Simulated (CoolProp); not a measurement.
Vapour-liquid equilibrium of R113 (1) + benzene (2) at 432.7 K; x and y are mole fractions of (1).

Values from CoolProp's multi-fluid Helmholtz-energy mixture model, Marx 1992 and Thol 2012; pair parameters Bell 2016.

```json
[
 {"x": "0.05", "bubble pressure (bar)": "7.685", "y at the bubble point": "0.116", "dew pressure at overall composition x (bar)": "7.307", "liquid density (mol/L)": "8.987"},
 {"x": "0.2", "bubble pressure (bar)": "9.277", "y at the bubble point": "0.351", "dew pressure at overall composition x (bar)": "8.207", "liquid density (mol/L)": "8.449"},
 {"x": "0.35", "bubble pressure (bar)": "10.53", "y at the bubble point": "0.506", "dew pressure at overall composition x (bar)": "9.272", "liquid density (mol/L)": "7.953"},
 {"x": "0.5", "bubble pressure (bar)": "11.59", "y at the bubble point": "0.629", "dew pressure at overall composition x (bar)": "10.49", "liquid density (mol/L)": "7.495"},
 {"x": "0.65", "bubble pressure (bar)": "12.53", "y at the bubble point": "0.741", "dew pressure at overall composition x (bar)": "11.77", "liquid density (mol/L)": "7.073"},
 {"x": "0.8", "bubble pressure (bar)": "13.39", "y at the bubble point": "0.850", "dew pressure at overall composition x (bar)": "13.01", "liquid density (mol/L)": "6.684"},
 {"x": "0.95", "bubble pressure (bar)": "14.19", "y at the bubble point": "0.962", "dew pressure at overall composition x (bar)": "14.11", "liquid density (mol/L)": "6.325"}
]
```

No azeotrope shows between x = 0.05 and 0.95.

The pair parameters rest on a limited set of measurements; away from them the model extrapolates.
